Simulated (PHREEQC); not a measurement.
1 kg of water holding 0.42 mol KCl, 0.08 mol NaHCO3 and 0.0073 mol NaCl is evaporated at 20 °C; the solids stay in contact with the brine. The system is closed to CO2. Only these solids could form: Halite, Kalicinite, Nahcolite, Natron, Sylvite, Trona.

The series has 28 steps of water left (kg), from 1 to 0.004991.

All values are PHREEQC results (Pitzer model, pitzer.dat), not measurements.

Q: Which solids form, in which order, and at which step of the series does each first stand?

A: Sylvite from water left = 0.07809 kg (pH 7.60); Nahcolite from water left = 0.06418 kg (pH 7.57).

Species that the database lacks are ignored.
